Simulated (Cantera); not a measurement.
A freely propagating, adiabatic, planar premixed flame of 10.2 % CH₃OH, 20.4 % O₂, 69.4 % N₂, equivalence ratio 0.75, unburnt at 300 K and 1.60 bar; mixture-averaged transport, grid criteria slope 0.08 and curve 0.16, no radiation.

Cantera simulation using GRI-Mech 3.0 (53 species, 325 reactions); the numbers are that mechanism's predictions, not measurements. GRI-Mech 3.0 was tuned for natural gas; its chemistry of methanol as a main component is partial and can be far from experiment. Burning velocities carry a grid error of a few per cent, more on coarse grids.

**Question.** Predict: laminar burning velocity; thermal thickness; peak x(OH); peak x(CH₄); peak x(CH₂); peak x(H₂O₂).

**Answer.** 
```json
{
  "laminar_burning_velocity": "23.3 cm/s",
  "thermal_thickness": "0.340 mm",
  "peak x(OH)": "0.00640",
  "peak x(CH₄)": "2.02e-5",
  "peak x(CH₂)": "9.41e-7",
  "peak x(H₂O₂)": "0.000914"
}
```
